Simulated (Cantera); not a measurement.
A perfectly stirred reactor is fed with CH₄ : N₂ : H₂O = 1 : 160 : 5.4 (molar parts), at 0.000296 atm; it is held at 2023 K, and followed from long to short residence time.

Model: GRI-Mech 3.0 (53 species, 325 reactions), integrated in Cantera. Radical loss at walls, strong at low pressure, is not modelled.

x: mole fraction; the columns are a selection and need not sum to one.

```
τ (s)      x CH₄      x H     x CH₂     x C₂H    x C₂H₆
-------  -------  -------  --------  --------  --------
2.6      0.00202  9.79e-5   5.78e-6   3.72e-7   3.20e-9
0.85     0.00363  5.04e-5   5.76e-6   1.63e-7   4.31e-9
0.28     0.00518  1.85e-5   3.04e-6   1.69e-8   2.21e-9
0.089    0.00579      ___       ___  2.22e-10  3.30e-10
0.029    0.00595  6.56e-6   8.28e-8  1.52e-12  3.08e-11
0.0093   0.00599      ___       ___    <1e-12  2.04e-12
0.0030   0.00600  2.58e-6  3.81e-10    <1e-12    <1e-12
0.00098  0.00601  1.08e-6  1.61e-11    <1e-12    <1e-12
```

Task: Some entries are withheld; supply them.

Result: 
- 0.089, x H: 8.46e-6
- 0.089, x CH₂: 5.97e-7
- 0.0093, x H: 4.74e-6
- 0.0093, x CH₂: 7.36e-9
